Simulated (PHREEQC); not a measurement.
Make-up at 22 °C: 1.7 mmol/kgw H3PO4 and 0.59 mmol/kgw NH3. Closed to the air; pH follows from the charge balance.

Equilibrium calculation in PHREEQC: ion-association model, wateq4f.dat.

The pH is 3.05. The ionic strength is 0.00152 mol/kgw and the total alkalinity is -1.11 meq/kg.

| species | molality | activity | log γ |
|---|---|---|---|
| H2PO4- | 0.00152 | 0.00145 | -0.018 |
| H+ | 0.000927 | 0.000890 | -0.018 |
| NH4+ | 0.000590 | 0.000565 | -0.019 |
| H3PO4 | 0.000183 | 0.000184 | 0.000 |
| HPO4-2 | 1.18e-7 | 9.97e-8 | -0.074 |

This is a speciation only: nothing precipitates in the calculation. Species that the database lacks are ignored. H3PO4, which wateq4f.dat lacks, is added to it with the constant of phreeqc.dat.
